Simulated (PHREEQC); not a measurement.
0.1 mol of Zn(OH)2-e (Zn(OH)2) is brought to equilibrium with 1 kg of water holding 0.012 mol KCl, with rising amounts of Cd(NO3)2, at 25 °C. Oxygen alone is held at its pressure in air (log pO2 = -0.68). CO2 from the air is kept out. Solids allowed: Zn(OH)2-e, Zn5(OH)8Cl2, Cd(OH)2, CdOHCl. Others were left out.

Computed with PHREEQC (ion-association model, wateq4f.dat).

```tsv
Cd(NO3)2 added (mol)	pH	dissolved Zn (mol/kgw)	Cd(OH)2 (mol)	Zn+2 (mol/kgw)	Cd+2 (mol/kgw)	CdCl+ (mol/kgw)
0	8.68	7.18e-6	0	2.12e-6	0	0
0.00208	8.16	3.20e-5	0	2.42e-5	0.00122	0.000774
0.00417	(withheld)	4.62e-5	0	3.75e-5	0.00257	0.00144
0.00625	8.04	5.71e-5	0	4.79e-5	0.00401	0.00201
0.00833	8.01	6.62e-5	0	5.67e-5	0.00552	0.00250
0.0104	7.99	7.42e-5	0	6.44e-5	0.00708	0.00293
0.0125	(withheld)	8.13e-5	0	7.14e-5	0.00870	0.00331
0.0146	7.96	8.79e-5	0	7.77e-5	0.0104	0.00365
0.0167	(withheld)	9.39e-5	0	8.36e-5	0.0120	0.00395
0.0187	(withheld)	0.000101	2.96e-6	9.09e-5	0.0137	0.00421
0.0208	7.92	0.000113	1.19e-5	0.000102	0.0154	0.00446
0.0229	7.90	0.000124	2.10e-5	0.000113	0.0171	0.00469
0.025	7.88	0.000136	3.02e-5	0.000125	0.0189	0.00489
```

Question: Some entries are withheld; supply them.

Answer: 
- 0.00417, pH: 8.08
- 0.0125, pH: 7.97
- 0.0167, pH: 7.95
- 0.0187, pH: 7.94
